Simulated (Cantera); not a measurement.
Cantera run, input and output.

```python
import numpy as np
import cantera as ct

gas = ct.Solution("gri30.yaml")


def delay(T, t_max=10):
    gas.TPX = T, 101325, {'CH3OH': 1, 'O2': 1.5, 'N2': 5.64}
    reactor = ct.IdealGasReactor(gas, clone=False)
    net = ct.ReactorNet([reactor])
    net.rtol, net.atol = 1e-8, 1e-16
    while net.time < t_max:
        t_old, T_old = net.time, reactor.T
        net.step()
        if reactor.T > T + 400:  # ignition: a rise of 400 K
            return t_old + (T + 400 - T_old) / (reactor.T - T_old) * (net.time - t_old)
    return np.nan


taus = []
for T in [1248, 1348, 1448, 1548, 1648, 1748, 1848, 1948, 2048, 2148]:
    taus.append(delay(T))
    print(f"T0 = {T:6g} K   tau = {taus[-1]:.4e} s")
```

It prints:

```
T0 =   1248 K   tau = 4.2946e-03 s
T0 =   1348 K   tau = 1.0715e-03 s
T0 =   1448 K   tau = 3.3676e-04 s
T0 =   1548 K   tau = 1.2812e-04 s
T0 =   1648 K   tau = 5.6628e-05 s
T0 =   1748 K   tau = 2.8058e-05 s
T0 =   1848 K   tau = 1.5212e-05 s
T0 =   1948 K   tau = 8.8996e-06 s
T0 =   2048 K   tau = 5.5728e-06 s
T0 =   2148 K   tau = 3.7128e-06 s
```

Cantera simulation using GRI-Mech 3.0 (53 species, 325 reactions); the numbers are that mechanism's predictions, not measurements. GRI-Mech 3.0 was tuned for natural gas; its chemistry of methanol as a main component is partial and can be far from experiment.
